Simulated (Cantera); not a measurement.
Charge: 1 mol Si, a varied amount of HBr, at 525 °C and 750 Torr.

Equilibrium computed with Cantera from the NASA thermochemical tables; the gas is ideal and each condensed phase is pure. Candidate condensed phases: Br2, Si; 19 gas species. Kinetics and transport are ignored.

**Question.** Which condensed phases are stable at each of these points (n(HBr) (mol)): 3.7, 6.3, 8.9, 12, 14, 17, 19, 22?

**Answer.** 
| n(HBr) (mol) | condensed phases | Si condensed (%) |
|---|---|---|
| 3.7 | Si(s) | 5.6 |
| 6.3 | gas only | 0.0 |
| 8.9 | gas only | 0.0 |
| 12 | gas only | 0.0 |
| 14 | gas only | 0.0 |
| 17 | gas only | 0.0 |
| 19 | gas only | 0.0 |
| 22 | gas only | 0.0 |

At 3.7 mol HBr the condensed part is Si(s). From 6.3 mol HBr to 22 mol HBr nothing is condensed.
